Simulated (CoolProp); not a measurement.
A single-stage vapour-compression cycle with R143a: evaporating at 193.15 K (dew point), condensing at 224.15 K (bubble point), superheat 0 K, subcooling 0 K, compressor efficiency 0.85, no pressure losses. Each further row changes one setting.

Values from CoolProp's reference Helmholtz-energy equation of state, Lemmon and Jacobsen 2000.

| case | cooling COP | pressure ratio | discharge temperature (K) | refrigerating effect (kJ/kg) | volumetric capacity (kJ/m³) |
|---|---|---|---|---|---|
| as stated | 4.70 | 5.92 | 252.8 | 208 | 174 |
| evaporating temperature 198.15 K | 5.87 | 4.25 | 246.9 | 211 | ? |
| condensing temperature 219.15 K | ? | 4.62 | 244.2 | 215 | 179 |
| subcooling 5 K | 4.85 | 5.92 | 252.8 | 215 | 179 |
| superheat 10 K | 4.63 | 5.92 | 263.8 | 215 | 171 |
| compressor efficiency 0.75 | 4.15 | 5.92 | ? | 208 | 174 |

**Question.** Fill in the missing entries.

**Answer.** 
- evaporating temperature 198.15 K, volumetric capacity (kJ/m³): 240
- condensing temperature 219.15 K, cooling COP: 5.72
- compressor efficiency 0.75, discharge temperature (K): 259.6
